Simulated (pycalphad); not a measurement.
**Phase fractions of Si-1.32Cu (at.%)**

Computed with pycalphad from the COST 507 light-alloy database (1999), at 1 atm. These are 1990s assessments: newer ones move some temperatures and phases. Amounts are mole fractions of atoms. Kinetics are ignored, which matters at the lower temperatures.

```tsv
T (°C)	LIQUID	DIAMOND_A4	CU19SI6_ETA
1417	1.000	-	-
1337	0.098	0.902	-
1257	0.053	0.947	-
1177	0.037	0.963	-
1097	?	?	-
1017	0.024	0.976	-
937	0.021	0.979	-
857	0.020	0.980	-
777	-	0.983	0.017
697	-	0.983	0.017
617	-	0.983	0.017
537	-	0.983	0.017
457	-	0.983	0.017
377	-	0.983	0.017
297	-	0.983	0.017
```

Fill in the missing entries.


- 1097, LIQUID: 0.028
- 1097, DIAMOND_A4: 0.972

Database names, with the compositions (at.%) that they take in these runs: CU19SI6_ETA: Cu 76 Si 24. DIAMOND_A4 is diamond (Si).
